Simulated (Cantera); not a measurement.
**Gas-phase reforming**

A perfectly stirred reactor is fed with CH4 : H2O = 1 : 0.68 (molar parts), at 4200 Torr; it is held at 2200 K, and followed from long to short residence time.

Computed with Cantera and GRI-Mech 3.0 (53 species, 325 reactions). GRI-Mech 3.0 stops at C3 and has no aromatics, soot or wall deposition, so with more carbon than oxygen in the feed, carbon stays in small species such as C2H2 where larger ones or solid carbon would form.

```csv
τ (s),x CH4,x H2O,x HCO,x C2H,x CH2CO
4.9,0.00402,0.000155,5.52e-7,4.35e-6,9.73e-7
1.2,0.00420,0.000597,5.51e-7,4.36e-6,1.12e-6
0.30,0.00482,0.00229,5.47e-7,4.43e-6,1.68e-6
0.076,0.00666,0.00817,5.33e-7,4.69e-6,3.65e-6
0.019,0.0110,0.0252,4.98e-7,5.47e-6,9.91e-6
0.0048,0.0193,0.0616,4.41e-7,7.21e-6,2.71e-5
0.0012,0.0345,0.120,4.08e-7,1.00e-5,6.54e-5
```
x: mole fraction; the columns are a selection and need not sum to one.
